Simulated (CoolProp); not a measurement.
Oxygen at 293.15 K and 0.241 MPa flows at 0.1 m/s in a round tube of 10 mm bore and 45 µm roughness, fully developed (64/Re and Nu = 3.66 if laminar; Colebrook and Gnielinski if turbulent). Each further row changes one setting.

Values from CoolProp's reference Helmholtz-energy equation of state, Schmidt 1985.

```
case              Reynolds number  Darcy friction factor  pressure drop (Pa/m)  heat-transfer coefficient (W/(m² K))  mass flow (kg/h)
----------------  ---------------  ---------------------  --------------------  ------------------------------------  ----------------
as stated                     156                  0.410                   [?]                                  9.52            0.0896
velocity 0.2 m/s              312                  0.205                  1.30                                  9.52               [?]
diameter 20 mm                312                  0.205                   [?]                                  4.76             0.358
```

Question: Some entries are withheld; supply them.

Answer: 
- as stated, pressure drop (Pa/m): 0.650
- velocity 0.2 m/s, mass flow (kg/h): 0.179
- diameter 20 mm, pressure drop (Pa/m): 0.162

Viscosity comes from a separate model (Lemmon 2004). Thermal conductivity comes from a separate model (Lemmon 2004).
